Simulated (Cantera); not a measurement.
Mixture: 12.4 % CH4, 4.09 % H2, 14.9 % O2, 68.6 % N2, at 0.670 bar, adiabatic and at constant volume. Ignition delay is the time to a rise of 400 K.

Model: GRI-Mech 3.0 (53 species, 325 reactions), integrated in Cantera.

### Question
Predict: delay at 1200 K; delay at 1275 K; delay at 1350 K; delay at 1425 K; delay at 1500 K; delay at 1575 K; delay at 1650 K; apparent activation energy between 1500 and 1650 K.

### Answer
```json
{
 "delay at 1200 K": "9.42 ms",
 "delay at 1275 K": "4.51 ms",
 "delay at 1350 K": "2.25 ms",
 "delay at 1425 K": "1.19 ms",
 "delay at 1500 K": "0.667 ms",
 "delay at 1575 K": "0.397 ms",
 "delay at 1650 K": "0.249 ms",
 "apparent activation energy between 1500 and 1650 K": "130 kJ/mol"
}
```
